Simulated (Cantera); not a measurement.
Source: NASA polynomial tables (part measured, part estimated), evaluated in Cantera. Values are per mole of reaction as written; species without (g) are pure solids or liquids, kept so even where they would boil at 1 bar.

NO₂(g) → N(g) + 2 O(g), with ΔH° = 936.9 kJ and ΔS° = 235.4 J/K at 300 K.

How far is the shortcut ΔG° ≈ ΔH°(300 K) − T·ΔS°(300 K) from the full temperature-dependent value at 2225, 2275, 2325, 2375, 2425, 2475, 2525, 2575, 2625, 2675, 2725 K?


| T (K) | shortcut (kJ) | full (kJ) | difference (kJ) | difference in log10 K |
|---|---|---|---|---|
| 2225 | 413.1 | 371.6 | 41.5 | -0.97 |
| 2275 | 401.3 | 358.5 | 42.8 | -0.98 |
| 2325 | 389.5 | 345.3 | 44.2 | -0.99 |
| 2375 | 377.8 | 332.2 | 45.6 | -1.00 |
| 2425 | 366.0 | 319.1 | 46.9 | -1.01 |
| 2475 | 354.2 | 305.9 | 48.3 | -1.02 |
| 2525 | 342.4 | 292.8 | 49.7 | -1.03 |
| 2575 | 330.7 | 279.6 | 51.1 | -1.04 |
| 2625 | 318.9 | 266.5 | 52.4 | -1.04 |
| 2675 | 307.1 | 253.3 | 53.8 | -1.05 |
| 2725 | 295.4 | 240.2 | 55.2 | -1.06 |
The shortcut ignores the heat-capacity change of the reaction.
